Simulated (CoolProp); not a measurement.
Model: reference Helmholtz-energy equation of state, Bücker 2006, in CoolProp.

**Question.** For isobutane, give the phase and the cp (kJ/(kg K)), Joule-Thomson coefficient (K/MPa), viscosity (µPa s) at 176.35 °C and 2.1 bar.

**Answer.** 
- 176.35 °C and 2.1 bar: gas; cp 2.37, Joule-Thomson coefficient 6.23, viscosity 11.1

Viscosity comes from a separate model (Vogel 2000).
